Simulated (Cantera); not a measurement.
## SiC + C + H2 (sublimation and decomposition of ceramics)

Input: 1 mol SiC, 0.45 mol C, 0.052 mol H2, held at 24.0 mbar.

Equilibrium computed with Cantera from the NASA thermochemical tables; the gas is ideal and each condensed phase is pure. Candidate condensed phases: C, C6H6, C7H8, C8H18, Si, SiC; 87 gas species. Gases not in the tables: Si2H6 and higher silanes. Rates play no part.

From 1200 °C to 2400 °C the condensed part is C(graphite) + SiC(s).

```tsv
T (°C)	x H2	x Si	x H	x SiC2	x Si2C	n C(graphite)	n SiC(s)
1200	1.000	1.49e-9	8.17e-5	2.06e-12	1.83e-12	0.450	1.00
1350	0.999	7.41e-8	0.000446	3.41e-10	2.75e-10	0.450	1.00
1500	0.998	1.89e-6	0.00183	2.34e-8	1.73e-8	0.450	1.00
1650	0.993	2.88e-5	0.00606	8.20e-7	5.63e-7	0.450	1.000
1800	0.982	0.000295	0.0168	1.70e-5	1.09e-5	0.450	1.000
1950	0.954	0.00220	0.0404	0.000231	0.000140	0.450	1.000
2100	0.892	0.0127	0.0852	0.00224	0.00128	0.450	0.999
2250	0.748	0.0593	0.155	0.0164	0.00899	0.452	0.994
2400	0.396	0.232	0.208	0.0957	0.0502	0.468	0.955
```
x: gas mole fraction; n: condensed amount in mol.
